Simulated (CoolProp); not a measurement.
Computed with CoolProp (reference Helmholtz-energy equation of state, Span 2000).

### Question
For nitrogen, give the phase and the Joule-Thomson coefficient (K/MPa), conductivity (mW/(m K)), Prandtl number at 139.3 K and 1.01 bar; 182.3 K and 1.01 bar; 210.9 K and 1.01 bar.

### Answer
- 139.3 K and 1.01 bar: gas; Joule-Thomson coefficient 8.83, conductivity 13.0, Prandtl number 0.760
- 182.3 K and 1.01 bar: gas; Joule-Thomson coefficient 5.52, conductivity 16.8, Prandtl number 0.742
- 210.9 K and 1.01 bar: gas; Joule-Thomson coefficient 4.25, conductivity 19.2, Prandtl number 0.734

Viscosity comes from a separate model (Lemmon 2004). Thermal conductivity comes from a separate model (Lemmon 2004).
